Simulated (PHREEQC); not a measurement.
TMAH is added in steps, without added water, to 1 kg of water holding 0.0091 mol/kgw KHCO3 and 0.00084 mol/kgw NH3, at 19 °C. Oxygen alone is held at its pressure in air (log pO2 = -0.68). CO2 from the air is kept out. No solid was allowed to form.

Base run: PHREEQC, ion-association model, phreeqc.dat. Each further column changes one thing. The table gives pH.

```tsv
TMAH added (mol)	base	all activity coefficients set to 1	metal-ligand complexes left out	Davies equation for every ion	database wateq4f.dat
0	9.10	9.20	9.10	9.10	9.10
0.00114	9.55	9.66	9.55	9.54	9.54
0.00209	9.78	9.91	9.78	9.77	9.78
0.00323	10.00	10.14	10.00	9.99	10.00
0.00437	10.19	10.34	10.19	10.19	10.19
0.00551	10.38	10.54	10.38	10.38	10.38
0.00646	10.55	10.71	10.55	10.55	10.55
0.0076	10.78	10.93	10.78	10.77	10.78
```

(CH3)4N+ isn't in the database: it is added as a free cation with an ion size of 4 Å. phreeqc.dat and wateq4f.dat share most of their constants, so their agreement is no independent check.
